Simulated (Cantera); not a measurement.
What does this Cantera script print?

```python
import numpy as np
import cantera as ct

gas = ct.Solution("gri30.yaml")
gas.TP = 300, 98000
flame = ct.CounterflowDiffusionFlame(gas, width=0.02)
flame.fuel_inlet.X, flame.fuel_inlet.T = {'C3H8': 1}, 575
flame.oxidizer_inlet.X, flame.oxidizer_inlet.T = {'O2': 0.17, 'N2': 0.83}, 350
flame.set_refine_criteria(ratio=3, slope=0.12, curve=0.24, prune=0.03)
show = ['OH', 'H', 'NO', 'CO', 'C2H2']

rows = []
print(f"{'mdot':>8s}{'a_max':>10s}{'a_mean':>10s}{'Tmax/K':>9s}" + "".join(f"{s:>11s}" for s in show) + "   (peak mole fractions)")
for i, mdot in enumerate([0.24, 0.31, 0.39, 0.5, 0.63, 0.8, 1, 1.3, 1.6]):  # kg/m2/s on the oxidiser side
    flame.oxidizer_inlet.mdot, flame.fuel_inlet.mdot = mdot, 1.1 * mdot
    flame.solve(loglevel=0, auto=(i == 0))
    if flame.T.max() < max(575, 350) + 100:
        print(f"{mdot:8.3g}  no burning solution found from the previous one")
        break
    dT = np.abs(np.gradient(flame.T, flame.grid))
    rows.append([flame.strain_rate("max"), flame.strain_rate("mean"), flame.T.max(),
                 *(flame.X[gas.species_index(s)].max() for s in show), max(dT[0], dT[-1]) / dT.max()])
    print(f"{mdot:8.3g}{rows[-1][0]:10.1f}{rows[-1][1]:10.1f}{rows[-1][2]:9.1f}" + "".join(f"{x:11.3e}" for x in rows[-1][3:-1]))
```

It prints:

```
    mdot     a_max    a_mean   Tmax/K         OH          H         NO         CO       C2H2   (peak mole fractions)
    0.24     159.1      27.0   1830.9  3.763e-03  2.862e-03  1.271e-04  4.108e-02  2.705e-02
    0.31     199.5      34.9   1815.8  3.717e-03  2.989e-03  1.169e-04  4.167e-02  2.542e-02
    0.39     244.9      43.9   1803.4  3.670e-03  3.098e-03  1.074e-04  4.235e-02  2.401e-02
     0.5     305.9      56.3   1788.5  3.589e-03  3.195e-03  9.582e-05  4.319e-02  2.240e-02
    0.63     376.8      70.9   1772.5  3.480e-03  3.258e-03  8.377e-05  4.410e-02  2.072e-02
     0.8     468.2      90.1   1754.5  3.337e-03  3.291e-03  7.050e-05  4.529e-02  1.885e-02
       1     574.2     112.6   1735.4  3.164e-03  3.280e-03  5.739e-05  4.671e-02  1.691e-02
     1.3     730.6     146.4   1706.6  2.875e-03  3.168e-03  4.089e-05  4.882e-02  1.416e-02
     1.6     882.8     180.2   1675.7  2.549e-03  2.952e-03  2.724e-05  5.094e-02  1.146e-02
```

Computed with Cantera and GRI-Mech 3.0 (53 species, 325 reactions). GRI-Mech 3.0 was tuned for natural gas; its chemistry of propane as a main component is partial and can be far from experiment. GRI-Mech 3.0 has no aromatics or soot, which form on the fuel side of real flames. The maximum strain rate includes the flame's own expansion and is several times the mean.
